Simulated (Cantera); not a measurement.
## Silicon oxide and oxynitride deposition: TEOS + N2O

Charge: 1 mol TEOS, 3.5 mol N2O, held at 4.10 mbar.

Method: chemical equilibrium by Gibbs-energy minimisation in Cantera with the NASA 1993 tables (ideal gas, pure condensed phases). Candidate condensed phases: C, C6H6, C7H8, C8H18, H2O, Si, SiC, SiO2, Si2N2O, Si3N4; 151 gas species. The feed counts by its element totals alone. The tables hold silica as quartz up to 1696 K and as liquid above; real silica turns to tridymite and cristobalite and melts near 1996 K. Rates play no part.

From 1023 K to 1198 K the condensed part is C(graphite) + SiO2(β-quartz). At 1223 K the condensed part is C(graphite) + Si2N2O(s).

```json
[
 {"T (K)": "1023", "x H2": "0.526", "x CO": "0.289", "x N2": "0.184", "x H2O": "0.000171", "x CO2": "0.000123", "x CH4": "8.52e-5", "x HCN": "2.32e-6", "x H": "4.69e-8", "n C(graphite)": "2.50", "n SiO2(β-quartz)": "1.00", "n Si2N2O(s)": "0"},
 {"T (K)": "1048", "x H2": "0.526", "x CO": "0.289", "x N2": "0.184", "x H2O": "0.000117", "x CO2": "7.61e-5", "x CH4": "6.63e-5", "x HCN": "3.36e-6", "x H": "8.75e-8", "n C(graphite)": "2.50", "n SiO2(β-quartz)": "1.00", "n Si2N2O(s)": "0"},
 {"T (K)": "1073", "x H2": "0.526", "x CO": "0.289", "x N2": "0.184", "x H2O": "8.12e-5", "x CO2": "4.83e-5", "x CH4": "5.22e-5", "x HCN": "4.80e-6", "x H": "1.59e-7", "n C(graphite)": "2.50", "n SiO2(β-quartz)": "1.00", "n Si2N2O(s)": "0"},
 {"T (K)": "1098", "x H2": "0.526", "x CO": "0.289", "x N2": "0.184", "x H2O": "5.74e-5", "x CO2": "3.13e-5", "x CH4": "4.15e-5", "x HCN": "6.74e-6", "x H": "2.80e-7", "n C(graphite)": "2.50", "n SiO2(β-quartz)": "1.00", "n Si2N2O(s)": "0"},
 {"T (K)": "1123", "x H2": "0.526", "x CO": "0.289", "x N2": "0.184", "x H2O": "4.12e-5", "x CO2": "2.07e-5", "x CH4": "3.33e-5", "x HCN": "9.32e-6", "x H": "4.82e-7", "n C(graphite)": "2.50", "n SiO2(β-quartz)": "1.00", "n Si2N2O(s)": "0"},
 {"T (K)": "1148", "x H2": "0.526", "x CO": "0.289", "x N2": "0.184", "x H2O": "3.00e-5", "x CO2": "1.40e-5", "x CH4": "2.70e-5", "x HCN": "1.27e-5", "x H": "8.12e-7", "n C(graphite)": "2.50", "n SiO2(β-quartz)": "1.00", "n Si2N2O(s)": "0"},
 {"T (K)": "1173", "x H2": "0.526", "x CO": "0.289", "x N2": "0.184", "x H2O": "2.22e-5", "x CO2": "9.58e-6", "x CH4": "2.21e-5", "x HCN": "1.71e-5", "x H": "1.34e-6", "n C(graphite)": "2.50", "n SiO2(β-quartz)": "1.000", "n Si2N2O(s)": "0"},
 {"T (K)": "1198", "x H2": "0.526", "x CO": "0.289", "x N2": "0.184", "x H2O": "1.66e-5", "x CO2": "6.68e-6", "x CH4": "1.82e-5", "x HCN": "2.27e-5", "x H": "2.15e-6", "n C(graphite)": "2.50", "n SiO2(β-quartz)": "1.000", "n Si2N2O(s)": "0"},
 {"T (K)": "1223", "x H2": "0.500", "x CO": "0.350", "x N2": "0.150", "x H2O": "1.44e-5", "x CO2": "6.91e-6", "x CH4": "1.37e-5", "x HCN": "2.62e-5", "x H": "3.32e-6", "n C(graphite)": "1.000", "n SiO2(β-quartz)": "0", "n Si2N2O(s)": "0.500"}
]
```
x: gas mole fraction; n: condensed amount in mol.
